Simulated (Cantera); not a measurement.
Charge: 1 mol SiHCl3, 0.0076 mol Cl2, 78 mol H2, at 2.55 Torr.

These are equilibrium values from Cantera (NASA tables, ideal gas, pure condensed phases), not measurements of a reactor. Candidate condensed phases: Si; 19 gas species. Equilibrium is a limit: real reactors are often held back by kinetics, nucleation or transport.

Over these rows the condensed part is Si(s). Partial pressures as log10 of bar:

```json
[
 {"T (K)": "1025", "1000/T (1/K)": "0.9756", "log p SiHCl3": "-5.57", "log p H2": "-2.48", "log p HCl": "-4.10"},
 {"T (K)": "1100", "1000/T (1/K)": "0.9091", "log p SiHCl3": "-6.00", "log p H2": "-2.48", "log p HCl": "-3.99"},
 {"T (K)": "1175", "1000/T (1/K)": "0.8511", "log p SiHCl3": "-6.56", "log p H2": "-2.48", "log p HCl": "-3.97"},
 {"T (K)": "1250", "1000/T (1/K)": "0.8000", "log p SiHCl3": "-7.12", "log p H2": "-2.48", "log p HCl": "-3.96"},
 {"T (K)": "1325", "1000/T (1/K)": "0.7547", "log p SiHCl3": "?", "log p H2": "-2.48", "log p HCl": "-3.97"},
 {"T (K)": "1400", "1000/T (1/K)": "0.7143", "log p SiHCl3": "-8.09", "log p H2": "-2.48", "log p HCl": "-3.97"}
]
```

Task: Fit log p(SiHCl3) = a + b·(1000/T) to the five rows, give the apparent enthalpy, and predict the row at 1325 K.

Result: Means: 1000/T = 0.8500, log p = -6.668. Sxy = 0.393072, Sxx = 0.0401839, so b = 9.78 and a = -6.668 − (9.78)×0.8500 = -14.98.
Apparent enthalpy: −19.145 × (9.78) = -187 kJ/mol. With the condensed phases at unit activity, Si(s) + 3 HCl(g) = SiHCl3(g) + H2(g) links this pressure to the main gases: over the six rows their terms move log p by +0.39 in all, so the slope isn't that reaction's ΔH° alone. The five rows lie within 0.13 of the line; that is curvature, so one enthalpy describes this range poorly.
Prediction at 1325 K: -14.98 + (9.78)×0.7547 = -7.60. The computed value is -7.63, 0.03 from the line.
